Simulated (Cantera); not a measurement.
A closed system holds: 1 mol borazine, 5.3 mol H2O, 190 mol N2, held at 0.00250 bar.

Equilibrium computed with Cantera from the NASA thermochemical tables; the gas is ideal and each condensed phase is pure. Candidate condensed phases: B, BN, B2O3, B3O3H3, H2O; 39 gas species. The feed counts by its element totals alone. Equilibrium is a limit: real reactors are often held back by kinetics, nucleation or transport.

At 1273 K, list the 4 most abundant gas species with their mole fractions, and the condensed phases.

N2 0.957, H2 0.0375, H2O 0.00283, HBO2 0.00235. Condensed: B2O3(l).
